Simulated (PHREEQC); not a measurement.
## Acid mine or pickling water: speciation

Model water analysis in mg/L, 25 °C, pH 2.51, pe 12.4: Na 81.8; K 0.000969; Ca 28.6; Mg 2.46; Cl 67.1; S(6) as SO4 452; Zn 5.57; O(0) (dissolved oxygen) 0.0945.

Valence states are taken as typed.

Model: ion-association model, wateq4f.dat, run in PHREEQC.

Each row changes one thing in this solution. Precipitation was switched off in this run.

```json
[
 {"case": "as made", "ionic strength (mol/kgw)": "0.0135", "SO4-2 (mol/kgw)": "0.00367", "HSO4- (mol/kgw)": "0.000782", "Ca+2 (mol/kgw)": "0.000550", "CaSO4 (mol/kgw)": "0.000161", "Mg+2 (mol/kgw)": "7.52e-5", "SI of Gypsum (CaSO4:2H2O)": "-1.51", "SI of Halite (NaCl)": "-6.86"},
 {"case": "temperature from 25 to 75 °C at the same typed pH", "ionic strength (mol/kgw)": "0.0118", "SO4-2 (mol/kgw)": "0.00254", "HSO4- (mol/kgw)": "0.00190", "Ca+2 (mol/kgw)": "0.000547", "CaSO4 (mol/kgw)": "0.000159", "Mg+2 (mol/kgw)": "5.97e-5", "SI of Gypsum (CaSO4:2H2O)": "-1.55", "SI of Halite (NaCl)": "-6.96"},
 {"case": "all concentrations times 2 at the same typed pH", "ionic strength (mol/kgw)": "0.0249", "SO4-2 (mol/kgw)": "0.00729", "HSO4- (mol/kgw)": "0.00141", "Ca+2 (mol/kgw)": "0.000980", "CaSO4 (mol/kgw)": "0.000439", "Mg+2 (mol/kgw)": "0.000132", "SI of Gypsum (CaSO4:2H2O)": "-1.07", "SI of Halite (NaCl)": "-6.29"}
]
```

Constants without temperature data keep their 25 °C values here.
